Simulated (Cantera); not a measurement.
Charge: 1 mol C2H6, 0.077 mol CO2, at 7.50 Torr.

These are equilibrium values from Cantera (NASA tables, ideal gas, pure condensed phases), not measurements of a reactor. Candidate condensed phases: C, C6H6, C7H8, C8H18, H2O; 131 gas species. Ions and electrons are included (thermal ionisation). The numbers say what is thermodynamically allowed, not how fast it happens. All values below are at 3727 °C.

Base state: H 0.754, C 0.209, CO 0.0195, C2 0.0117, C3 0.00321, H2 0.00224, C2H 0.000225, CH 0.000130 (mole fractions); condensed: gas only.

Task: What changes in the equilibrium state with this change: CO2 from 0.077 to 4.2 mol?

Result: 
```json
[
 {"species": "CO", "before": "0.0195", "after": "0.431"},
 {"species": "H", "before": "0.754", "after": "0.415"},
 {"species": "O", "before": "1.27e-6", "after": "0.152"},
 {"species": "C", "before": "0.209", "after": "3.87e-5"},
 {"species": "C2", "before": "0.0117", "after": "<1e-9"},
 {"species": "C3", "before": "0.00321", "after": "<1e-9"},
 {"species": "C2H", "before": "0.000225", "after": "<1e-9"}
]
```
